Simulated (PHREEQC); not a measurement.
A solution holds 2.3 mmol/kgw H2SO4 and 0.0473 mmol/kgw ZnSO4, at 25 °C. Closed to the air; pH follows from the charge balance.

All values are PHREEQC results (ion-association model, phreeqc.dat), not measurements.

Q: The ionic strength comes out as 0.00600 mol/kgw. What activity coefficients do Zn+2, SO4-2, HSO4-, H+ get?

A: Zn+2 0.72, SO4-2 0.72, HSO4- 0.92, H+ 0.93.

This is a speciation only: nothing precipitates in the calculation. Complexes and solids missing from the database can't appear.
